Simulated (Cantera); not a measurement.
Mixture: CH4 : O2 : N2 = 1 : 2.82 : 10.6 (molar parts), at 900 Torr, adiabatic and at constant pressure. Ignition delay is the time to a rise of 400 K.

Model: GRI-Mech 3.0 (53 species, 325 reactions), integrated in Cantera.

Task: What does this change do: 0.75 parts H2O added?

Result: 
```json
[
 {"quantity": "delay at 1123 K", "before": "0.102 s", "after": "0.110 s"},
 {"quantity": "delay at 1323 K", "before": "6.37 ms", "after": "7.24 ms"},
 {"quantity": "delay at 1523 K", "before": "0.723 ms", "after": "0.791 ms"},
 {"quantity": "delay at 1723 K", "before": "0.150 ms", "after": "0.152 ms"},
 {"quantity": "apparent activation energy between 1623 and 1823 K", "before": "160 kJ/mol", "after": "170 kJ/mol"}
]
```

Task: What does this change do: CH4 1 to 2.7 parts?

Result: 
```csv
quantity,before,after
delay at 1123 K,0.102 s,0.175 s
delay at 1323 K,6.37 ms,10.8 ms
delay at 1523 K,0.723 ms,1.07 ms
delay at 1723 K,0.150 ms,0.180 ms
apparent activation energy between 1623 and 1823 K,160 kJ/mol,190 kJ/mol
```
